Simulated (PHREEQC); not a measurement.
Make-up at 38 °C: 0.066 mol Cu(NO3)2 per kg of water. It is in equilibrium with CO2 at log p = -3.4 (atm). Otherwise closed; pH follows from the charge balance.

The numbers come from PHREEQC with the ion-association model, wateq4f.dat.

The pH is 4.14. The ionic strength comes out as 0.198 mol/kgw.

```json
[
 {"species": "NO3-", "molality": "0.132", "activity": "0.0911", "log γ": "-0.161"},
 {"species": "Cu+2", "molality": "0.0659", "activity": "0.0211", "log γ": "-0.494"},
 {"species": "H+", "molality": "9.07e-5", "activity": "7.20e-5", "log γ": "-0.100"},
 {"species": "Cu2(OH)2+2", "molality": "4.27e-5", "activity": "1.29e-5", "log γ": "-0.519"},
 {"species": "CO2", "molality": "9.42e-6", "activity": "9.86e-6", "log γ": "0.020"},
 {"species": "CuOH+", "molality": "4.10e-6", "activity": "2.93e-6", "log γ": "-0.146"},
 {"species": "CuHCO3+", "molality": "9.73e-7", "activity": "7.22e-7", "log γ": "-0.130"},
 {"species": "HCO3-", "molality": "9.17e-8", "activity": "6.81e-8", "log γ": "-0.129"},
 {"species": "Cu(OH)2", "molality": "8.08e-8", "activity": "8.46e-8", "log γ": "0.020"},
 {"species": "CuCO3", "molality": "6.00e-9", "activity": "6.27e-9", "log γ": "0.020"}
]
```

No solid was allowed to form. Constants without temperature data keep their 25 °C values here.
